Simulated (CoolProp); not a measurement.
200 sccm (0 °C, 1 atm) of nitrogen bubbles through liquid 1,2-dichloroethane at 322.8 K and leaves saturated at a total pressure of 0.15 MPa (ideal gas phase). Each further row changes one setting.

Values from CoolProp's reference Helmholtz-energy equation of state, Thol 2015.

```
case                      vapour pressure (kPa)  mole fraction of vapour  delivery (mg/min)  delivery (sccm)  change of delivery for a bath 1 K warmer (%)
------------------------  ---------------------  -----------------------  -----------------  ---------------  --------------------------------------------
as stated                                  30.7                    0.205                227             51.5                                           5.1
bath temperature 327.8 K                   37.3                    0.249                292             66.2                                           5.2
total pressure 0.3 MPa                     30.7                    0.102                101             22.8                                           4.5
```
